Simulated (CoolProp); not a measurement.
Values from CoolProp's reference Helmholtz-energy equation of state, Thol 2015.

For 1,2-dichloroethane, give the phase and the cv (kJ/(kg K)), Joule-Thomson coefficient (K/MPa) at 57.65 °C and 28.5 MPa; 57.65 °C and 42.8 MPa.


- 57.65 °C and 28.5 MPa: liquid; cv 0.914, Joule-Thomson coefficient -0.405
- 57.65 °C and 42.8 MPa: liquid; cv 0.915, Joule-Thomson coefficient -0.418
